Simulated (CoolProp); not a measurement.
Model: reference Helmholtz-energy equation of state, Thol 2019, in CoolProp.

### Question
For n-hexane, give the phase and the density (kg/m³), cv (kJ/(kg K)) at 283 K and 12.4 bar.

### Answer
- 283 K and 12.4 bar: liquid; density 670, cv 1.70
